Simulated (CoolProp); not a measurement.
Model: reference Helmholtz-energy equation of state, Lemmon 2006, in CoolProp. It is a short technical equation, of lower accuracy than the large ones.

Question: For toluene, give the phase and the density (kg/m³), cv (kJ/(kg K)), speed of sound (m/s), viscosity (µPa s) at 620 K and 1.16 MPa; 620 K and 3.67 MPa.

Answer: 
- 620 K and 1.16 MPa: gas; density 22.9, cv 2.11, speed of sound 221, viscosity 14.3
- 620 K and 3.67 MPa: gas; density 100, cv 2.20, speed of sound 165, viscosity 16.0

Viscosity comes from a separate model (Avgeri 2015).
